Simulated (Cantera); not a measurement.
**Thermodynamics of halide evaporation, hydrolysis and transport, feed CaF2 + H2O + N2**

A closed system holds: 1 mol CaF2, 0.22 mol H2O, 10 mol N2, at 875 °C and 39.8 Torr.

Method: chemical equilibrium by Gibbs-energy minimisation in Cantera with the NASA 1993 tables (ideal gas, pure condensed phases). Candidate condensed phases: Ca, CaF2, CaO, Ca(OH)2, H2O; 47 gas species. Mutual solubility and eutectic melting of coexisting phases are not modelled. The numbers say what is thermodynamically allowed, not how fast it happens.

The x(N2) is 0.978. The x(H2O) is 0.0214. The x(HF) is 0.000337, the n(CaF2(s)) is 0.998 mol and the n(CaO(s)) comes out as 0.00172 mol. The gas amount is 10.22 mol and the log10 activity of Ca(l) (absent) is -19.48.
